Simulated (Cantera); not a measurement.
Input (Python, Cantera):

```python
import numpy as np
import cantera as ct

gas = ct.Solution("gri30.yaml")
gas.TP = 300, 260000
flame = ct.CounterflowDiffusionFlame(gas, width=0.02)
flame.fuel_inlet.X, flame.fuel_inlet.T = {'CO': 1, 'H2': 0.12, 'N2': 1.3}, 598
flame.oxidizer_inlet.X, flame.oxidizer_inlet.T = {'O2': 0.22, 'N2': 0.78}, 523
flame.set_refine_criteria(ratio=3, slope=0.12, curve=0.24, prune=0.03)
show = ['OH', 'H', 'NO', 'CO']

rows = []
print(f"{'mdot':>8s}{'a_max':>10s}{'a_mean':>10s}{'Tmax/K':>9s}" + "".join(f"{s:>11s}" for s in show) + "   (peak mole fractions)")
for i, mdot in enumerate([1.6, 2.3, 3.3, 4.9, 7.2, 11, 15, 23]):  # kg/m2/s on the oxidiser side
    flame.oxidizer_inlet.mdot, flame.fuel_inlet.mdot = mdot, 0.97 * mdot
    flame.solve(loglevel=0, auto=(i == 0))
    if flame.T.max() < max(598, 523) + 100:
        print(f"{mdot:8.3g}  no burning solution found from the previous one")
        break
    dT = np.abs(np.gradient(flame.T, flame.grid))
    rows.append([flame.strain_rate("max"), flame.strain_rate("mean"), flame.T.max(),
                 *(flame.X[gas.species_index(s)].max() for s in show), max(dT[0], dT[-1]) / dT.max()])
    print(f"{mdot:8.3g}{rows[-1][0]:10.1f}{rows[-1][1]:10.1f}{rows[-1][2]:9.1f}" + "".join(f"{x:11.3e}" for x in rows[-1][3:-1]))
```

It prints:

```
    mdot     a_max    a_mean   Tmax/K         OH          H         NO         CO   (peak mole fractions)
     1.6     304.1     101.8   1958.2  3.164e-03  3.163e-03  7.763e-05  4.143e-01
     2.3     432.6     146.4   1925.7  3.241e-03  3.660e-03  6.660e-05  4.143e-01
     3.3     614.4     210.1   1891.1  3.288e-03  4.194e-03  5.797e-05  4.143e-01
     4.9     902.8     311.9   1849.7  3.302e-03  4.802e-03  5.015e-05  4.143e-01
     7.2    1313.8     458.3   1806.1  3.268e-03  5.399e-03  4.354e-05  4.143e-01
      11    1985.1     700.2   1753.1  3.154e-03  5.998e-03  3.659e-05  4.142e-01
      15    2683.2     954.8   1709.3  3.006e-03  6.334e-03  3.141e-05  4.142e-01
      23    4050.5    1464.0   1637.0  2.674e-03  6.480e-03  2.326e-05  4.143e-01
```

Detailed kinetics in Cantera: GRI-Mech 3.0 (53 species, 325 reactions). The hydrogen kinetics of GRI-Mech 3.0 are dated; newer H2 mechanisms differ, most at raised pressure. The maximum strain rate includes the flame's own expansion and is several times the mean.
